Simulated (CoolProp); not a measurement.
Vapour-liquid equilibrium of diethyl ether (1) + n-hexane (2) at 12.7 bar; x and y are mole fractions of (1).

The numbers come from the multi-fluid Helmholtz-energy mixture model, Thol 2014 and Thol 2019; pair parameters Bell 2016 in CoolProp.

| x | bubble temperature (K) | y at the bubble point | dew temperature at overall composition x (K) | liquid density (mol/L) |
|---|---|---|---|---|
| 0.05 | 447.9 | 0.090 | 449.6 | 5.635 |
| 0.2 | 438.1 | 0.317 | 443.2 | 5.919 |
| 0.35 | 429.9 | 0.496 | 436.6 | 6.196 |
| 0.5 | 423.0 | 0.642 | 429.7 | 6.475 |
| 0.65 | 416.9 | 0.766 | 422.6 | 6.763 |
| 0.8 | 411.4 | 0.875 | 415.2 | 7.067 |
| 0.95 | 406.4 | 0.971 | 407.5 | 7.388 |

No azeotrope shows between x = 0.05 and 0.95.

The pair parameters rest on a limited set of measurements; away from them the model extrapolates.
